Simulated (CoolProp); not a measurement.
Vapour-liquid equilibrium of isobutane (1) + n-butane (2) at 370.7 K; x and y are mole fractions of (1).

Model: multi-fluid Helmholtz-energy mixture model, Bücker 2006 and Bücker 2006; pair parameters Kunz 2012, in CoolProp.

```csv
x,"bubble pressure, mixture model (kPa)","bubble pressure, Raoult's law (kPa)","y, mixture model","y, Raoult's law"
0.05,…,1476,0.059,0.064
0.2,1537,1543,0.229,0.246
0.35,…,1609,…,0.413
0.5,1665,1676,0.542,0.566
0.65,1732,1742,…,0.708
0.8,1801,1809,0.825,0.839
0.95,1873,1875,0.957,0.961
```

Q: Fill in the missing entries.

A: 
- 0.05, bubble pressure, mixture model (kPa): 1475
- 0.35, bubble pressure, mixture model (kPa): 1600
- 0.35, y, mixture model: 0.390
- 0.65, y, mixture model: 0.687

The largest gap from Raoult's law is -0.7 % in bubble pressure, at x = 0.5. No azeotrope shows between x = 0.05 and 0.95.

The pair parameters rest on a limited set of measurements; away from them the model extrapolates.
